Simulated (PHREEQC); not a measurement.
Dissolve 0.041 mol NaHCO3 and 0.0033 mol HBF4 per kg of water at 54 °C. Closed to the air; pH follows from the charge balance.

All values are PHREEQC results (ion-association model, wateq4f.dat), not measurements.

Question: The ionic strength comes out as 0.0404 mol/kgw. What activity coefficients do F-, H2BO3-, BF(OH)3-, HCO3-, CO3-2 get?

Answer: F- 0.82, H2BO3- 0.81, BF(OH)3- 0.81, HCO3- 0.83, CO3-2 0.48.

This is a speciation only: nothing precipitates in the calculation. Constants without temperature data keep their 25 °C values here. Real BF4- forms and hydrolyses slowly; the run takes it at equilibrium.
